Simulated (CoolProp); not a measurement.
500 sccm (0 °C, 1 atm) of nitrogen bubbles through liquid n-hexane at 289.4 K and leaves saturated at a total pressure of 0.0566 MPa (ideal gas phase). Each further row changes one setting.

The numbers come from the reference Helmholtz-energy equation of state, Thol 2019 in CoolProp.

| case | vapour pressure (kPa) | mole fraction of vapour | delivery (mg/min) | delivery (sccm) | change of delivery for a bath 1 K warmer (%) |
|---|---|---|---|---|---|
| as stated | 13.6 | 0.240 | 608 | 158 | 6.4 |
| bath temperature 294.4 K | 17.1 | 0.302 | 832 | 216 | 6.7 |
| total pressure 0.113 MPa | 13.6 | 0.120 | 263 | 68.4 | 5.4 |
